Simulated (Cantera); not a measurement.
A closed system holds: 1 mol SiH2Cl2, 1 mol Cl2, 15 mol H2, at 900 °C and 1330 Pa.

Method: chemical equilibrium by Gibbs-energy minimisation in Cantera with the NASA 1993 tables (ideal gas, pure condensed phases). The tables' values for SiCl3 are old estimates; treat these amounts as uncertain. Equilibrium is a limit: real reactors are often held back by kinetics, nucleation or transport.

```
species       before     after
----------  --------  --------
H2             0.873     0.917
SiCl4         0.0210    0.0422
HCl           0.0784    0.0275
SiCl2         0.0160   0.00140
SiCl3        0.00585   0.00156
SiHCl3       0.00546   0.00992
SiH2Cl2     0.000182  0.000252
Si(s), mol     0.152    0.0542
```
Gas species are given as mole fractions.

### Question
Name the change that produced these shifts.
(A) temperature from 900 °C to 727 °C
(B) Cl2 from 1 to 0.079 mol
(C) temperature from 900 °C to 1327 °C
(D) temperature from 900 °C to 1052 °C

### Answer
A, temperature from 900 °C to 727 °C
